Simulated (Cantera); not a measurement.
An isothermal plug-flow reactor at 725 K and 0.480 bar (inlet), inlet velocity 0.6 m/s, active area per volume 160 1/m; feed H₂ : O₂ : N₂ = 0.022 : 0.12 : 0.79 (molar parts).

Detailed kinetics in Cantera: Deutschmann's 1995 Pt surface mechanism with GRI-Mech 3.0 gas chemistry. Catalytic surfaces can have several steady states; this one follows from the mechanism file's or the stated starting coverage. Mass transfer to the wall is taken as infinitely fast.

### Question
What does this change do: N2 0.79 to 1.6 parts?

### Answer
```tsv
quantity	before	after
x(H₂) at z = 0.026 m	4.51e-5	1.00e-5
x(O₂) at z = 0.026 m	0.118	0.0630
x(H₂O) at z = 0.026 m	0.0238	0.0127
θ(free Pt) at the exit	0.0158	0.0208
θ(O*) at the exit	0.982	0.977
θ(OH*) at the exit	0.00221	0.00184
```
